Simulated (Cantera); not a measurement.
Feed: 1 mol BN, 0.52 mol Cl₂, 70 mol N₂, 21 mol HCl, equilibrated at 2100 Pa.

Cantera equilibrium calculation (NASA polynomials, part measured and part estimated; ideal gas, pure solids and liquids). Candidate condensed phases: B, BN, NH₄Cl; 21 gas species. The tables' values for BCl₂, BCl are old estimates; treat these amounts as uncertain. Gases not in the tables: BHCl₂. The numbers say what is thermodynamically allowed, not how fast it happens.

x: gas mole fraction; n: condensed amount in mol.

```tsv
T (K)	x N₂	x HCl	x H₂	x BCl₃	x Cl	n BN(s)
923	0.767	0.229	0.000117	0.00387	3.45e-8	0.646
1023	0.767	0.229	0.000346	0.00402	3.24e-7	0.632
1123	0.767	0.228	0.000817	0.00433	2.08e-6	0.604
1223	0.767	0.226	0.00161	0.00486	1.01e-5	___
1323	0.768	0.224	0.00274	0.00560	3.93e-5	___
1423	0.768	0.221	0.00421	0.00654	0.000128	___
1523	0.769	0.217	0.00597	0.00762	0.000360	___
1623	0.769	0.213	0.00801	0.00872	0.000895	___
1723	0.769	0.208	0.0104	0.00963	0.00199	___
```

**Question.** Complete the blanks.

**Answer.** 
- 1223, n BN(s): 0.556
- 1323, n BN(s): 0.487
- 1423, n BN(s): 0.400
- 1523, n BN(s): 0.298
- 1623, n BN(s): 0.183
- 1723, n BN(s): 0.0437
